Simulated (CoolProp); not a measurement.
A Linde-Hampson liquefier for oxygen: isothermal reversible compression at 230 K from 1 atm to 20 MPa, throttling to 1 atm, return gas leaving the recuperator 10 K below the feed. Each further row changes one setting.

The numbers come from the reference Helmholtz-energy equation of state, Schmidt 1985 in CoolProp.

```tsv
case	liquid yield per pass	compression work (kJ/kg of gas)
as stated	(withheld)	297
high pressure 40 MPa	(withheld)	(withheld)
warm-end temperature 260 K	0.137	(withheld)
warm-end gap 15 K	(withheld)	297
```

### Question
Some entries are withheld; supply them.

### Answer

- as stated, liquid yield per pass: 0.205
- high pressure 40 MPa, liquid yield per pass: 0.270
- high pressure 40 MPa, compression work (kJ/kg of gas): 332
- warm-end temperature 260 K, compression work (kJ/kg of gas): 344
- warm-end gap 15 K, liquid yield per pass: 0.194
